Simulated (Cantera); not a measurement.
## Moist CO burnout

A perfectly stirred reactor is fed with CO : O2 : H2O : N2 = 0.0051 : 0.044 : 0.03 : 1 (molar parts), equivalence ratio 0.058, at 3750 Torr; it is held at 950 K, and followed from long to short residence time.

Detailed kinetics in Cantera: GRI-Mech 3.0 (53 species, 325 reactions).

```tsv
τ (s)	x CO	x O2	x H2O	x HO2	x H2O2	x OH
2.4	0.00336	0.0401	0.0278	1.26e-6	7.35e-7	9.42e-9
0.79	0.00416	0.0405	0.0278	1.36e-6	8.44e-7	9.35e-9
0.27	0.00455	0.0407	0.0278	1.23e-6	6.76e-7	7.61e-9
0.090	0.00470	0.0408	0.0278	6.87e-7	2.04e-7	3.32e-9
0.031	0.00473	0.0408	0.0278	4.31e-8	7.58e-10	1.54e-10
0.010	0.00473	0.0408	0.0278	6.38e-9	1.70e-11	2.96e-11
0.0035	0.00473	0.0408	0.0278	1.81e-9	1.46e-12	1.42e-11
0.0012	0.00473	0.0408	0.0278	5.13e-10	<1e-12	8.88e-12
0.00040	0.00473	0.0408	0.0278	1.20e-10	<1e-12	5.51e-12
0.00013	0.00473	0.0408	0.0278	1.94e-11	<1e-12	2.63e-12
```
x: mole fraction; the columns are a selection and need not sum to one.
